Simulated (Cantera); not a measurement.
A diamond (100) surface in a fixed gas of H2 with x(CH4) = 0.004, x(CH3) = 0.00078, at 1148 K, 0.110 bar; coverages are run to steady state.

Model: the Harris–Goodwin 1993 mechanism for the reconstructed diamond (100) surface, integrated in Cantera.

θ: site fractions in the mechanism's names (c6HH fully hydrogenated, c6H* and c6*H radical sites, c6** diradical, c6HM methylated).

```csv
x(H),growth (µm/h),θ c6HH,θ c6H*,θ c6*H,θ c6**,θ c6HM
0.0001,___,0.555,0.0231,0.329,0.00325,0.0501
0.0002,___,0.499,0.0259,0.368,0.00608,0.0577
0.00038,___,0.468,0.0274,0.391,0.00950,0.0615
0.00075,___,0.451,0.0285,0.406,0.0134,0.0606
0.0015,___,0.447,0.0295,0.420,0.0169,0.0533
0.0029,___,0.450,0.0305,0.433,0.0195,0.0416
0.0056,___,0.456,0.0314,0.445,0.0214,0.0287
0.011,___,0.463,0.0322,0.454,0.0227,0.0176
0.022,___,0.467,0.0329,0.460,0.0235,0.00983
```

**Question.** Some entries are withheld; supply them.

**Answer.** 
- 0.0001, growth (µm/h): 2.12
- 0.0002, growth (µm/h): 4.69
- 0.00038, growth (µm/h): 9.02
- 0.00075, growth (µm/h): 16.7
- 0.0015, growth (µm/h): 28.1
- 0.0029, growth (µm/h): 41.3
- 0.0056, growth (µm/h): 54.2
- 0.011, growth (µm/h): 64.7
- 0.022, growth (µm/h): 72.0
